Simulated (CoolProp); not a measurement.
Values from CoolProp's reference Helmholtz-energy equation of state, Lemmon 2006. It is a short technical equation, of lower accuracy than the large ones.

**Question.** Give the vapour pressure (MPa), liquid density (kg/m³), liquid conductivity (mW/(m K)) of saturated R142b at 49.25, 105.65 °C.

**Answer.** 
| T (°C) | p (MPa) | liquid density (kg/m³) | liquid conductivity (mW/(m K)) |
|---|---|---|---|
| 49.25 | 0.669 | 1050 | 73.1 |
| 105.65 | 2.31 | 845 | 56.0 |

Thermal conductivity comes from a separate model (Huber 2003), an estimate that may be off by 10 % or more.
